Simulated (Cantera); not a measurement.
Charge: 1 mol NiS, 250 mol H₂, held at 1600 K and 7.50 Torr.

Equilibrium computed with Cantera from the NASA thermochemical tables; the gas is ideal and each condensed phase is pure. Candidate condensed phases: Ni, NiS, NiS₂, Ni₃S₂, Ni₃S₄, S; 9 gas species. The numbers say what is thermodynamically allowed, not how fast it happens.

Base state: H₂ 0.996, H₂S 0.00324, H 0.000542, SH 0.000331, S₂ 0.000200, Ni 4.22e-5, S 1.71e-5 (mole fractions); condensed: Ni(s).

Question: What changes in the equilibrium state with this change: temperature from 1600 K to 1800 K?

Answer: 
```tsv
species	before	after
H₂	0.996	0.992
H	0.000542	0.00357
H₂S	0.00324	0.00212
Ni	4.22e-5	0.00132
NiS	6.20e-6	8.39e-5
S	1.71e-5	0.000147
SH	0.000331	0.000857
S₂	0.000200	0.000389
Ni(s), mol	0.988	0
Ni(l), mol	0	0.647
```
